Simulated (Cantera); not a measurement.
Charge: 1 mol Si3N4, 0.096 mol Si, 0.015 mol H2, at 1600 K.

Cantera equilibrium calculation (NASA polynomials, part measured and part estimated; ideal gas, pure solids and liquids). Candidate condensed phases: Si, Si3N4; 18 gas species. Mutual solubility and eutectic melting of coexisting phases are not modelled. Gases not in the tables: Si2H6 and higher silanes. Kinetics and transport are ignored.

Question: Which condensed phases are stable at each of these points (P (Pa)): 1, 7.20, 52, 370, 2700, 19000, 140000, 1000000?

Answer: 
```csv
P (Pa),condensed phases,Si condensed (%)
1,Si(s),99.3
7.20,Si(s),99.9
52,Si(s) + Si3N4(s),100.0
370,Si(s) + Si3N4(s),100.0
2700,Si(s) + Si3N4(s),100.0
19000,Si(s) + Si3N4(s),100.0
140000,Si(s) + Si3N4(s),100.0
1000000,Si(s) + Si3N4(s),100.0
```

From 1.00 Pa to 7.20 Pa the condensed part is Si(s). From 52.0 Pa to 1000000 Pa the condensed part is Si(s) + Si3N4(s).
